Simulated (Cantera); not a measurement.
A perfectly stirred reactor is fed with 0.892 % CH₂O, 0.470 % O₂, 98.6 % N₂, at 890000 Pa; it is held at 1050 K, and followed from long to short residence time.

Cantera simulation using GRI-Mech 3.0 (53 species, 325 reactions); the numbers are that mechanism's predictions, not measurements.

### Question
Predict: x(CH₂O) at τ = 1.20 s; x(O₂) at τ = 1.20 s; x(H₂O) at τ = 1.20 s; x(CH₂O) at τ = 32.0 ms; x(O₂) at τ = 32.0 ms; x(H₂O) at τ = 32.0 ms.

### Answer
```json
{
 "x(CH₂O) at τ = 1.20 s": "4.55e-5",
 "x(O₂) at τ = 1.20 s": "0.000380",
 "x(H₂O) at τ = 1.20 s": "0.00555",
 "x(CH₂O) at τ = 32.0 ms": "0.000515",
 "x(O₂) at τ = 32.0 ms": "0.00193",
 "x(H₂O) at τ = 32.0 ms": "0.00439"
}
```
